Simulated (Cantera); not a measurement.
A closed system holds: 1 mol Ta2O5, 1.2 mol C, 1.7 mol H2, at 0.133 bar.

Cantera equilibrium calculation (NASA polynomials, part measured and part estimated; ideal gas, pure solids and liquids). Candidate condensed phases: C, C6H6, C7H8, C8H18, H2O, Ta, TaC, Ta2O5; 113 gas species. Mutual solubility and eutectic melting of coexisting phases are not modelled. TaC: taken at fixed stoichiometry. Condensed phases not in the tables: Ta2C. Rates play no part. All values below are at 750 °C.

Base state: H2 0.984, CH4 0.00968, CO 0.00613, H2O 0.000220 (mole fractions); condensed: C(graphite) + TaC(s) + Ta2O5(s).

Task: What changes in the equilibrium state with this change: pressure from 0.133 bar to 1.00 bar?

Result: 
```json
[
 {"species": "H2", "before": "0.984", "after": "0.934"},
 {"species": "CH4", "before": "0.00968", "after": "0.0654"},
 {"species": "CO", "before": "0.00613", "after": "0.000817"},
 {"species": "H2O", "before": "0.000220", "after": "0.000209"},
 {"species": "C(graphite), mol", "before": "1.17", "after": "1.09"},
 {"species": "TaC(s), mol", "before": "0.00430", "after": "0.000655"},
 {"species": "Ta2O5(s), mol", "before": "0.998", "after": "1.000"}
]
```
